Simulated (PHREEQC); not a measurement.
A solution holds 0.028 mol/kgw H3PO4 and 0.0077 mol/kgw NH3, at 25 °C. Closed to the air; pH follows from the charge balance.

Equilibrium calculation in PHREEQC: ion-association model, phreeqc.dat.

| quantity | before | after |
|---|---|---|
| pH | 2.18 | 2.35 |
| ionic strength (mol/kgw) | 0.0150 | 0.00875 |
| H2PO4- (mol/kgw) | 0.0150 | 0.00875 |
| HPO4-2 (mol/kgw) | 2.03e-7 | 1.61e-7 |

**Question.** What was changed between the two runs?
(A) H3PO4 from 0.028 to 0.014 mol/kgw
(B) diluted 2-fold with water
(C) NH3 left out
(D) diluted 5-fold with water
(E) NH3 replaced by NH4Br at the same molality

**Answer.** B, diluted 2-fold with water

Precipitation was switched off in this run.
